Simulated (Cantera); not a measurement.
Cantera run, input and output.

```python
import numpy as np
import cantera as ct

gas = ct.Solution("gri30.yaml")
gas.TPX = 1048, 32000, {'H2': 0.66, 'O2': 1, 'N2': 16}
inlet = ct.Reservoir(gas, clone=True)

reactor = ct.IdealGasConstPressureReactor(gas, energy="off", clone=False)
exhaust = ct.Reservoir(gas, clone=True)
tau = [0.38, 0.18, 0.081, 0.037, 0.017, 0.0079, 0.0036, 0.0017, 0.00077, 0.00035, 0.00016][0]
for a, b in ((inlet, reactor), (reactor, exhaust)):
    ct.MassFlowController(a, b, mdot=lambda t: reactor.mass / tau)
net = ct.ReactorNet([reactor])
show = ['H2', 'O2', 'OH', 'H2O2', 'H2O', 'NO', 'NO2']

rows = []
print(f"{'tau/s':>10s}{'T/K':>9s}" + "".join(f"{s:>11s}" for s in show))
for tau in [0.38, 0.18, 0.081, 0.037, 0.017, 0.0079, 0.0036, 0.0017, 0.00077, 0.00035, 0.00016]:
    net.initial_time = 0.0
    net.advance(30 * tau)
    before = gas.X
    net.advance(40 * tau)
    drift = np.max(np.abs(gas.X - before) / (gas.X + 1e-9))
    rows.append([gas.T, *gas[show].X, drift])
    print(f"{tau:10.3e}{gas.T:9.1f}" + "".join(f"{x:11.3e}" for x in gas[show].X))
```

Result:

```
     tau/s      T/K         H2         O2         OH       H2O2        H2O         NO        NO2
 3.800e-01   1048.0  3.323e-04  3.878e-02  5.459e-05  4.130e-07  3.771e-02  3.400e-08  2.294e-10
 1.800e-01   1048.0  5.128e-04  3.885e-02  7.352e-05  4.902e-07  3.750e-02  4.441e-08  1.854e-10
 8.100e-02   1048.0  8.048e-04  3.897e-02  1.022e-04  5.703e-07  3.717e-02  6.462e-08  1.568e-10
 3.700e-02   1048.0  1.240e-03  3.915e-02  1.420e-04  6.450e-07  3.667e-02  9.620e-08  1.346e-10
 1.700e-02   1048.0  1.891e-03  3.943e-02  1.969e-04  7.116e-07  3.589e-02  1.417e-07  1.146e-10
 7.900e-03   1048.0  2.856e-03  3.987e-02  2.697e-04  7.627e-07  3.471e-02  2.010e-07  9.623e-11
 3.600e-03   1048.0  4.348e-03  4.059e-02  3.653e-04  7.912e-07  3.282e-02  2.706e-07  7.853e-11
 1.700e-03   1048.0  6.489e-03  4.167e-02  4.722e-04  7.891e-07  3.007e-02  3.254e-07  6.198e-11
 7.700e-04   1048.0  9.898e-03  4.344e-02  5.828e-04  7.520e-07  2.576e-02  3.289e-07  4.378e-11
 3.500e-04   1048.0  1.509e-02  4.612e-02  6.437e-04  6.701e-07  1.972e-02  2.384e-07  2.506e-11
 1.600e-04   1048.0  2.303e-02  5.000e-02  5.571e-04  4.973e-07  1.179e-02  9.000e-08  9.112e-12
```

Detailed kinetics in Cantera: GRI-Mech 3.0 (53 species, 325 reactions). The temperature is held fixed by assumption; the heat of reaction is taken as removed at once.
